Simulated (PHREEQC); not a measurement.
A column of 0.1 m (40 cells, dispersivity 0.0035 m, 60 s a shift, diffusion coefficient 3e-10 m²/s) holds 0.016 eq of the database's cation exchanger X per kg of pore water, first in equilibrium with 0.028 mol CaCl2, 0.00076 mol MnCl2 and 1e-05 mol HCl per kg of water. It is flushed with 0.018 mol/kgw KCl, 0.0059 mol/kgw MgCl2, 0.00082 mol/kgw NH4Cl and 1e-05 mol/kgw HCl, at 40 °C. Values are for the last cell. No CO2 enters from the air. Nothing may precipitate in this run.

The series has 33 steps of pore volumes, from 0 to 4.013.

Computed with PHREEQC (ion-association model, phreeqc.dat).

Question: After how many pore volumes does K at the outlet first reach half of its feed value?

Answer: By 1.3 pore volumes.

Question: After how many pore volumes does Mg at the outlet first reach half of its feed value?

Answer: By 1.8 pore volumes.

Question: After how many pore volumes does NH4 at the outlet first reach half of its feed value?

Answer: By 1.3 pore volumes.

Complexes and solids missing from the database can't appear. At this temperature some constants are extrapolated from 25 °C, and those without enthalpy data are left unchanged.
